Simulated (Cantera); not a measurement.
Input: 1 mol C2H5OH, 0.35 mol O2, 1.7 mol H2, held at 10.0 Torr.

Equilibrium computed with Cantera from the NASA thermochemical tables; the gas is ideal and each condensed phase is pure. Candidate condensed phases: C, C6H6, C7H8, C8H18, H2O; 110 gas species. Kinetics and transport are ignored. All values below are at 923 K.

Base state: H2 0.733, CO 0.258, H2O 0.00390, CO2 0.00281, CH4 0.00167 (mole fractions); condensed: C(graphite).

Task: What changes in the equilibrium state with this change: pressure from 10.0 Torr to 26300 Torr?

Result: 
```json
[
 {"species": "CH4", "before": "0.00167", "after": "0.387"},
 {"species": "H2O", "before": "0.00390", "after": "0.299"},
 {"species": "H2", "before": "0.733", "after": "0.218"},
 {"species": "CO2", "before": "0.00281", "after": "0.0711"},
 {"species": "CO", "before": "0.258", "after": "0.0254"},
 {"species": "C2H6", "before": "<1e-9", "after": "5.82e-5"},
 {"species": "C(graphite), mol", "before": "0.332", "after": "0.240"}
]
```
The ideal-gas law is rough above about 30 bar.
